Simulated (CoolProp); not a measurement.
CHF3 (R23) along the isobar 6.07 MPa: density (kg/m³) from the reference equation and from simpler models built on Tc = 299.3 K, pc = 4.832 MPa, ω = 0.263; each cubic takes its own stable root.

Model: reference Helmholtz-energy equation of state, Penoncello 2003, in CoolProp.

```tsv
T (K)	phase	reference
207.1	liquid	1401
240.6	liquid	1263
274.1	liquid	1083
307.5	supercritical	626.2
341	supercritical	224.7
374.5	supercritical	173.4
408	supercritical	146.5
441.5	supercritical	128.7
475	supercritical	115.8
```

### Question
How far does each simpler model (Soave-Redlich-Kwong, Peng-Robinson) lie from the reference over these 9 states: mean and median of the absolute difference, and the worst?

### Answer
- Soave-Redlich-Kwong: mean 9.3 %, median 4.3 %, worst -21.4 % at 307.5 K and 6.07 MPa
- Peng-Robinson: mean 3.4 %, median 0.2 %, worst -15.3 % at 307.5 K and 6.07 MPa
